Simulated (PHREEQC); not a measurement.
## Leach liquor

Make-up at 15 °C: 0.029 mol/kgw HCl, 0.0007 mol/kgw ZnSO4 and 0.17 mol/kgw NiSO4. Closed to the air; pH follows from the charge balance.

Model: ion-association model, wateq4f.dat, run in PHREEQC.

This is a speciation only: nothing precipitates in the calculation.

Question: What pH, ionic strength does the model give?

Answer: pH 2.06; ionic strength 0.361 mol/kgw.

Question: In which forms is Cl present?

Answer: Cl- 94 %, NiCl+ 5.7 %, NiCl2 0.5 % of the Cl.

Species that the database lacks are ignored.
